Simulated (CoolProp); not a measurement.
Properties of acetone along the isobar 66.9 bar (Tc = 235.0 °C, pc = 46.92 bar, ω = 0.307).

Values from CoolProp's reference Helmholtz-energy equation of state, Lemmon 2006. It is a short technical equation, of lower accuracy than the large ones.

```
T (°C)   phase  cv (kJ/(kg K))  Joule-Thomson coefficient (K/MPa)
------  ------  --------------  ---------------------------------
9.35    liquid           1.526                            -0.3733
18.45   liquid           1.540                            -0.3628
27.45   liquid           1.554                         (withheld)
36.55   liquid           1.570                            -0.3387
45.65   liquid           1.586                            -0.3250
54.75   liquid           1.602                            -0.3099
63.75   liquid      (withheld)                            -0.2936
72.85   liquid           1.637                            -0.2756
81.95   liquid           1.656                            -0.2558
90.95   liquid           1.674                            -0.2342
100.05  liquid           1.694                            -0.2100
109.15  liquid           1.713                            -0.1832
118.25  liquid           1.733                            -0.1530
127.25  liquid           1.753                            -0.1194
136.35  liquid      (withheld)                           -0.08080
145.45  liquid      (withheld)                           -0.03643
```

Q: Fill in the missing entries.

A: 
- 27.45, Joule-Thomson coefficient (K/MPa): -0.3514
- 63.75, cv (kJ/(kg K)): 1.620
- 136.35, cv (kJ/(kg K)): 1.774
- 145.45, cv (kJ/(kg K)): 1.795
